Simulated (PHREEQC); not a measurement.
Make-up at 20 °C: 0.0078 mol H3PO4, 0.00028 mol Na2HPO4 and 0.4 mol NaCl per kg of water. Closed to the air; pH follows from the charge balance.

Equilibrium calculation in PHREEQC: ion-association model, wateq4f.dat.

```csv
quantity,before,after
pH,2.38,2.33
ionic strength (mol/kgw),0.406,0.463
H2PO4- (mol/kgw),0.00591,9.96e-5
HPO4-2 (mol/kgw),2.60e-7,4.05e-9
NaHPO4- (mol/kgw),4.82e-8,7.11e-10
SI of Halite (NaCl),-2.69,-2.71
```

**Question.** Name the change that produced these shifts.
(A) Na2HPO4 left out
(B) 0.0094 mol/kgw Fe2(SO4)3 added
(C) 0.022 mol/kgw Na2CO3 added
(D) H3PO4 replaced by K3PO4 at the same molality
(E) 0.17 mol/kgw (NH4)2HPO4 added

**Answer.** B, 0.0094 mol/kgw Fe2(SO4)3 added

Precipitation was switched off in this run. Some of these states are supersaturated (in Strengite, Jarosite-Na, for instance). H3PO4, which wateq4f.dat lacks, is added to it with the constant of phreeqc.dat.
